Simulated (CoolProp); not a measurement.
Vapour-liquid equilibrium of methanol (1) + isohexane (2) at 174.85 °C; x and y are mole fractions of (1).

Values from CoolProp's multi-fluid Helmholtz-energy mixture model, de Reuck 1993 and Lemmon 2006; pair parameters Bell 2016.

```tsv
x	bubble pressure, mixture model (MPa)	bubble pressure, Raoult's law (MPa)	y, mixture model	y, Raoult's law
0.05	1.651	1.457	0.136	0.084
0.2	2.180	1.612	0.357	0.303
0.35	2.505	1.767	0.480	0.483
0.5	2.694	1.922	0.575	0.634
0.65	2.773	2.077	0.664	0.763
0.8	2.744	2.232	0.768	0.874
0.95	2.554	2.387	0.923	0.971
```

The largest gap from Raoult's law is +41.8 % in bubble pressure, at x = 0.35. y crosses x between x = 0.65 and 0.8: the model has an azeotrope there.

The pair parameters rest on a limited set of measurements; away from them the model extrapolates.
